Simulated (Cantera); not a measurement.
Feed: 1 mol TiO₂, 77 mol HCl, at 4.10 mbar.

Cantera equilibrium calculation (NASA polynomials, part measured and part estimated; ideal gas, pure solids and liquids). Candidate condensed phases: H₂O, Ti, TiCl₂, TiCl₃, TiCl₄, TiO, TiO₂, Ti₂O₃, Ti₃O₅, Ti₄O₇; 23 gas species. The tables' values for TiCl₂ are old estimates; treat these amounts as uncertain. Kinetics and transport are ignored.

Q: At 1500 °C, list the 4 most abundant gas species with their mole fractions, and the condensed phases.

A: HCl 0.953, Cl 0.0282, H₂ 0.0133, H₂O 0.00317. Condensed: TiO₂(rutile).
